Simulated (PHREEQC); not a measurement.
A solution holds 1.3 mol/kgw HNO3 and 0.00025 mol/kgw AlCl3, at 65 °C. Closed to the air; pH follows from the charge balance.

The numbers come from PHREEQC with the ion-association model, phreeqc.dat.

| quantity | before | after |
|---|---|---|
| pH | 0.03 | 4.08 |
| ionic strength (mol/kgw) | 1.30 | 1.30 |
| AlOH+2 (mol/kgw) | 9.84e-9 | 6.90e-5 |
| SI of Gibbsite (Al(OH)3) | -10.99 | +0.95 |

Q: Which change was made?
A. HNO3 left out
B. diluted 100-fold with water
C. HNO3 replaced by LiNO3 at the same molality
D. temperature from 65 to 20 °C

A: C, HNO3 replaced by LiNO3 at the same molality

This is a speciation only: nothing precipitates in the calculation. The ionic strength passes 0.7 mol/kgw, the rough limit of the ion-association models, in every such run. Some of these states are supersaturated (in Gibbsite (slow to form), for instance). Away from 25 °C the constants follow the database's enthalpies or fits; those with neither stay at their 25 °C values.
